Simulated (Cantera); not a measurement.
A closed system holds: 1 mol TiCl4, 4.1 mol CH4, held at 0.110 bar.

Cantera equilibrium calculation (NASA polynomials, part measured and part estimated; ideal gas, pure solids and liquids). Candidate condensed phases: C, C6H6, C7H8, C8H18, Ti, TiC, TiCl2, TiCl3, TiCl4; 96 gas species. The tables' values for TiCl2 are old estimates; treat these amounts as uncertain. TiC: taken at fixed stoichiometry. Equilibrium is a limit: real reactors are often held back by kinetics, nucleation or transport.

Task: At 1675 °C, list the 5 most abundant gas species with their mole fractions, and the condensed phases.

Result: H2 0.613, HCl 0.379, TiCl3 0.00343, H 0.00267, Cl 0.00124. Condensed: C(graphite) + TiC(s).
